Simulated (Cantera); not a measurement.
Feed: 1 mol BaF₂, 300 mol H₂, at 1675 K and 0.690 Pa.

Cantera equilibrium calculation (NASA polynomials, part measured and part estimated; ideal gas, pure solids and liquids). Candidate condensed phases: Ba, BaF₂; 14 gas species. Kinetics and transport are ignored.

Base state: H₂ 0.950, H 0.0431, HF 0.00376, BaF 0.00229, Ba 0.000738, BaF₂ 0.000219 (mole fractions); condensed: gas only.

Q: What changes in the equilibrium state with this change: BaF₂ replaced by CuF₂?

A: 
```
species    before    after
-------  --------  -------
H₂          0.950    0.947
H          0.0431   0.0430
HF        0.00376  0.00648
Cu              0  0.00324
BaF       0.00229        0
Ba       0.000738        0
BaF₂     0.000219        0
```
Further candidate phases: Cu, CuF₂.

Q: What changes in the equilibrium state with this change: pressure from 0.690 Pa to 13.3 mbar?

A: 
| species | before | after |
|---|---|---|
| H₂ | 0.950 | 0.994 |
| BaF₂ | 0.000219 | 0.00197 |
| HF | 0.00376 | 0.00137 |
| H | 0.0431 | 0.00100 |
| Ba | 0.000738 | 2.71e-5 |
| BaF | 0.00229 | 0.00132 |
